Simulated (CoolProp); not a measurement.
Computed with CoolProp (reference Helmholtz-energy equation of state, Lemmon 2006). It is a short technical equation, of lower accuracy than the large ones.

Task: For n-decane, give the phase and the density (kg/m³), cp (kJ/(kg K)), cv (kJ/(kg K)), Joule-Thomson coefficient (K/MPa) at 395.7 K and 2.8 MPa.

Result: 
- 395.7 K and 2.8 MPa: liquid; density 653, cp 2.58, cv 2.17, Joule-Thomson coefficient -0.305
